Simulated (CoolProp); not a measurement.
A simple Rankine cycle with c-C4F8 (RC318): condensing at 314.15 K, boiler at 1.33 MPa, turbine inlet 357.7 K, turbine efficiency 0.7, pump efficiency 0.6, no recuperator. Each further row changes one setting.

Values from CoolProp's reference Helmholtz-energy equation of state, Platzer 1990. This equation is an older, rougher fit; its heat capacities, sound speeds and derivatives of the liquid may be far off and weren't checked against measurements.

```
case                             thermal efficiency (%)  net work (kJ/kg)  heat in (kJ/kg)  turbine exit temperature (K)  volume ratio over the turbine
-------------------------------  ----------------------  ----------------  ---------------  ----------------------------  -----------------------------
as stated                                           5.6              6.98              124                         337.3                     (withheld)
turbine inlet 377.7 K                               5.5              7.89              145                    (withheld)                           2.89
condensing temperature 306.15 K                     6.7              8.90              133                         333.7                           3.90
boiler pressure 0.931 MPa                           3.8        (withheld)              130                    (withheld)                           1.94
turbine efficiency 0.6                              4.7              5.84              124                         338.6                           3.07
```

What belongs in the gaps?


- as stated, volume ratio over the turbine: 3.05
- turbine inlet 377.7 K, turbine exit temperature (K): 359.4
- boiler pressure 0.931 MPa, net work (kJ/kg): 4.90
- boiler pressure 0.931 MPa, turbine exit temperature (K): 346.6
